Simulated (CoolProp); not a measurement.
Vapour pressure (MPa) of R1224YDZ: the reference equation beside estimates from Tc = 428.7 K, pc = 3.334 MPa, ω = 0.325. Clausius-Clapeyron is anchored at 351.7 K with a constant enthalpy of vaporisation of 19.87 kJ/mol.

The numbers come from the reference Helmholtz-energy equation of state, Akasaka 2023 in CoolProp.

```json
[
 {"T (K)": "305.4", "reference": "0.1894", "Lee-Kesler": "0.1894", "Clausius-Clapeyron": "(withheld)", "Soave-Redlich-Kwong": "0.1893"},
 {"T (K)": "317", "reference": "(withheld)", "Lee-Kesler": "0.2753", "Clausius-Clapeyron": "0.3372", "Soave-Redlich-Kwong": "0.2753"},
 {"T (K)": "328.6", "reference": "0.3869", "Lee-Kesler": "0.3880", "Clausius-Clapeyron": "0.4400", "Soave-Redlich-Kwong": "0.3886"},
 {"T (K)": "340.1", "reference": "0.5292", "Lee-Kesler": "0.5308", "Clausius-Clapeyron": "0.5626", "Soave-Redlich-Kwong": "0.5329"},
 {"T (K)": "351.7", "reference": "0.7093", "Lee-Kesler": "0.7112", "Clausius-Clapeyron": "0.7093", "Soave-Redlich-Kwong": "0.7161"},
 {"T (K)": "363.3", "reference": "(withheld)", "Lee-Kesler": "0.9337", "Clausius-Clapeyron": "0.8811", "Soave-Redlich-Kwong": "0.9429"},
 {"T (K)": "374.8", "reference": "1.200", "Lee-Kesler": "1.202", "Clausius-Clapeyron": "(withheld)", "Soave-Redlich-Kwong": "1.217"},
 {"T (K)": "386.4", "reference": "1.525", "Lee-Kesler": "1.527", "Clausius-Clapeyron": "(withheld)", "Soave-Redlich-Kwong": "1.548"},
 {"T (K)": "398", "reference": "1.914", "Lee-Kesler": "1.916", "Clausius-Clapeyron": "1.563", "Soave-Redlich-Kwong": "(withheld)"}
]
```

Task: What belongs in the gaps?

Result: 
- 305.4, Clausius-Clapeyron: 0.2532
- 317, reference: 0.2748
- 363.3, reference: 0.9317
- 374.8, Clausius-Clapeyron: 1.078
- 386.4, Clausius-Clapeyron: 1.306
- 398, Soave-Redlich-Kwong: 1.942

Absolute difference from the reference over all 9 rows, mean and median: Lee-Kesler 0.2 and 0.2 %, Clausius-Clapeyron 13.9 and 13.7 %, Soave-Redlich-Kwong 0.9 and 1.0 %.
